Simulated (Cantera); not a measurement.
A freely propagating, adiabatic, planar premixed flame of 9.16 % CH4, 4.85 % H2, 15.9 % O2, 60.0 % N2, 10.1 % H2O, unburnt at 700 K and 1.00 atm; mixture-averaged transport, grid criteria slope 0.08 and curve 0.16, no radiation.

Cantera simulation using GRI-Mech 3.0 (53 species, 325 reactions); the numbers are that mechanism's predictions, not measurements. Burning velocities carry a grid error of a few per cent, more on coarse grids.

Predict: laminar burning velocity; thermal thickness; peak x(C2H); peak x(HCO).

laminar burning velocity: 139 cm/s
thermal thickness: 0.372 mm
peak x(C2H): 1.09e-6
peak x(HCO): 4.15e-5
